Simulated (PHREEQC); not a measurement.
1 kg of water holding 0.088 mol KCl, 0.45 mol MgBr2, 0.091 mol NaCl, 0.0017 mol CaSO4 and 0.0034 mol NaBr is evaporated at 25 °C; the solids stay in contact with the brine. The system is closed to CO2. The run lets Arcanite, Bischofite, Bloedite, Brucite, Carnallite, Epsomite, Glaserite, Glauberite, Gypsum, Anhydrite, Halite, Hexahydrite, Kainite, Kieserite, Leonite, Mirabilite, Misenite, Polyhalite, Portlandite, Schoenite, Sylvite, Syngenite, Thenardite, MgCl2_4H2O precipitate or redissolve, and no other solid.

All values are PHREEQC results (Pitzer model, pitzer.dat), not measurements.

| water left (kg) | ionic strength | water activity | Cl in solution (mol/kgw) | Br in solution (mol/kgw) | Ca in solution (mol/kgw) |
|---|---|---|---|---|---|
| 1 | 1.54 | 0.970 | 0.179 | 0.903 | 0.00170 |
| 0.8219 | 1.87 | 0.962 | 0.218 | 1.10 | 0.00207 |
| 0.6755 | 2.28 | 0.952 | 0.265 | 1.34 | 0.00252 |
| 0.5552 | 2.77 | 0.938 | 0.322 | 1.63 | 0.00306 |
| 0.4563 | 3.37 | 0.920 | 0.392 | 1.98 | 0.00373 |
| 0.375 | 4.10 | 0.896 | 0.477 | 2.41 | 0.00453 |
| 0.3082 | 4.99 | 0.864 | 0.581 | 2.93 | 0.00552 |
| 0.2533 | 6.08 | 0.820 | 0.707 | 3.57 | 0.00671 |

Species that the database lacks are ignored.
